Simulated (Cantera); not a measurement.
Cantera run:

```python
import numpy as np
import cantera as ct

gas_names = """
    CL CLO CL2 Fe FeCL FeCL2 FeCL3 FeO Fe(OH)2 Fe2CL4 Fe2CL6 H HCL HOCL HO2 H2 H2O H2O2 O OH O2 O3
""".split()
cond_names = """
    Fe(a) Fe(c) Fe(d) Fe(L) FeCL2(s) FeCL2(L) FeCL3(s) FeCL3(L) FeO(s) FeO(L) Fe(OH)2(s) Fe(OH)3(s)
    Fe2O3(s) Fe3O4(s) H2O(s) H2O(L)
""".split()


def load(file, names, dense=False):
    # The tables refer to 1 bar. Condensed volumes are neglected.
    table = {s.name: s for s in ct.Species.list_from_file(file)}
    out = []
    for n in names:
        d = dict(table[n].input_data)
        d["thermo"] = dict(d["thermo"], **{"reference-pressure": 1e5})
        if dense:
            d["equation-of-state"] = {"model": "constant-volume", "density": "1e6 g/cm^3"}
        out.append(ct.Species.from_dict(d))
    return out


gas = ct.Solution(thermo="ideal-gas", species=load("nasa_gas.yaml", gas_names))
cond = {s.name: ct.Solution(thermo="fixed-stoichiometry", species=[s], name=s.name)
        for s in load("nasa_condensed.yaml", cond_names, dense=True)}
atoms = {
    'Fe': {'Fe': 1},
    'H2O': {'H': 2, 'O': 1},
    'Cl2': {'CL': 2},
}
top_T = {'Fe2O3(s)': 1830, 'Fe3O4(s)': 1870}  # K; cautious upper limits of use, not melting points


def equilibrate(T, P, feed):
    n = {}
    for name, mol in feed.items():
        for a, k in atoms[name].items():
            n[a] = n.get(a, 0.0) + k * mol
    gas.TPX = T, P, n
    mass = sum(n.values()) * gas.mean_molecular_weight
    gas.equilibrate("TP")
    valid = [c for c in cond.values() if c.min_temp <= T <= top_T.get(c.name, c.max_temp)]
    mix = ct.Mixture([(gas, mass / gas.mean_molecular_weight)] + [(c, 0.0) for c in valid])
    mix.T, mix.P = T, P
    mix.equilibrate("TP", solver="vcs", rtol=1e-11, max_steps=5000)
    return mix


results = []
feed = {'Fe': 1, 'H2O': 0.41, 'Cl2': 0.027}  # mol
P = 51000  # Pa
for T in [1150, 1200, 1250, 1300, 1350, 1400, 1450, 1500, 1550, 1600, 1650, 1700]:
    mix = equilibrate(T, P, feed)
    results.append((T, P, feed, dict(zip(mix.species_names, mix.species_moles))))
    x = sorted(zip(gas.X, gas.species_names), reverse=True)
    print(f"T = {T:g} K  P = {P:g} Pa  gas = {mix.phase_moles(0):.4g} mol")
    print("   x: " + "  ".join(f"{s} {v:.3e}" for v, s in x if v > 1e-06))
    print("   condensed (mol): " + ("  ".join(f"{mix.phase(i).name} {mix.phase_moles(i):.4g}"
          for i in range(1, mix.n_phases) if mix.phase_moles(i) > 1e-12) or "none"))
```

Output:

```
T = 1150 K  P = 51000 Pa  gas = 0.437 mol
   x: H2 7.049e-01  H2O 1.773e-01  HCL 1.121e-01  FeCL2 5.710e-03  Fe2CL4 2.029e-05
   condensed (mol): Fe(a) 0.665  FeO(s) 0.3325
T = 1200 K  P = 51000 Pa  gas = 0.437 mol
   x: H2 6.915e-01  H2O 1.916e-01  HCL 1.103e-01  FeCL2 6.603e-03  Fe2CL4 1.464e-05
   condensed (mol): Fe(c) 0.6708  FeO(s) 0.3263
T = 1250 K  P = 51000 Pa  gas = 0.437 mol
   x: H2 6.785e-01  H2O 2.054e-01  HCL 1.085e-01  FeCL2 7.502e-03  Fe2CL4 1.073e-05
   condensed (mol): Fe(c) 0.6765  FeO(s) 0.3202
T = 1300 K  P = 51000 Pa  gas = 0.437 mol
   x: H2 6.664e-01  H2O 2.184e-01  HCL 1.067e-01  FeCL2 8.408e-03  Fe2CL4 8.000e-06  H 1.265e-06
   condensed (mol): Fe(c) 0.6818  FeO(s) 0.3145
T = 1350 K  P = 51000 Pa  gas = 0.437 mol
   x: H2 6.552e-01  H2O 2.306e-01  HCL 1.049e-01  FeCL2 9.311e-03  Fe2CL4 6.060e-06  H 2.701e-06
   condensed (mol): Fe(c) 0.6867  FeO(s) 0.3092
T = 1400 K  P = 51000 Pa  gas = 0.437 mol
   x: H2 6.448e-01  H2O 2.419e-01  HCL 1.031e-01  FeCL2 1.020e-02  H 5.469e-06  Fe2CL4 4.657e-06  Fe(OH)2 1.347e-06
   condensed (mol): Fe(c) 0.6912  FeO(s) 0.3043
T = 1450 K  P = 51000 Pa  gas = 0.437 mol
   x: H2 6.351e-01  H2O 2.524e-01  HCL 1.014e-01  FeCL2 1.107e-02  H 1.055e-05  Fe2CL4 3.625e-06  Fe(OH)2 2.392e-06  CL 1.372e-06
   condensed (mol): Fe(c) 0.6954  FeO(s) 0.2997
T = 1500 K  P = 51000 Pa  gas = 0.437 mol
   x: H2 6.262e-01  H2O 2.621e-01  HCL 9.972e-02  FeCL2 1.192e-02  H 1.951e-05  Fe(OH)2 4.076e-06  Fe2CL4 2.855e-06  CL 2.504e-06
   condensed (mol): Fe(c) 0.6993  FeO(s) 0.2955
T = 1550 K  P = 51000 Pa  gas = 0.437 mol
   x: H2 6.180e-01  H2O 2.711e-01  HCL 9.808e-02  FeCL2 1.273e-02  H 3.467e-05  Fe(OH)2 6.695e-06  CL 4.392e-06  Fe2CL4 2.274e-06
   condensed (mol): Fe(c) 0.7029  FeO(s) 0.2915
T = 1600 K  P = 51000 Pa  gas = 0.437 mol
   x: H2 6.104e-01  H2O 2.795e-01  HCL 9.651e-02  FeCL2 1.352e-02  H 5.948e-05  Fe(OH)2 1.064e-05  CL 7.438e-06  Fe 2.150e-06  Fe2CL4 1.830e-06  OH 1.067e-06
   condensed (mol): Fe(c) 0.7062  FeO(s) 0.2878
T = 1650 K  P = 51000 Pa  gas = 0.437 mol
   x: H2 6.033e-01  H2O 2.872e-01  HCL 9.501e-02  FeCL2 1.427e-02  H 9.881e-05  Fe(OH)2 1.639e-05  CL 1.220e-05  Fe 5.297e-06  OH 2.125e-06  Fe2CL4 1.486e-06
   condensed (mol): Fe(c) 0.7093  FeO(L) 0.2845
T = 1700 K  P = 51000 Pa  gas = 0.437 mol
   x: H2 6.066e-01  H2O 2.845e-01  HCL 9.388e-02  FeCL2 1.482e-02  H 1.607e-04  Fe(OH)2 2.256e-05  CL 1.934e-05  Fe 1.234e-05  OH 3.894e-06  Fe2CL4 1.193e-06
   condensed (mol): Fe(d) 0.7079  FeO(L) 0.2856
```

Method: chemical equilibrium by Gibbs-energy minimisation in Cantera with the NASA 1993 tables (ideal gas, pure condensed phases). Mutual solubility and eutectic melting of coexisting phases are not modelled. The tables' stoichiometric FeO is somewhat more stable than real wüstite, so its field is too wide. FeO: taken at fixed stoichiometry.
